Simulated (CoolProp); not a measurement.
Values from CoolProp's reference Helmholtz-energy equation of state, Gao 2016.

For sulfur dioxide, give the phase and the cp (kJ/(kg K)), speed of sound (m/s) at 229.75 °C and 0.111 MPa; 229.75 °C and 0.651 MPa.


- 229.75 °C and 0.111 MPa: gas; cp 0.731, speed of sound 281
- 229.75 °C and 0.651 MPa: gas; cp 0.745, speed of sound 279
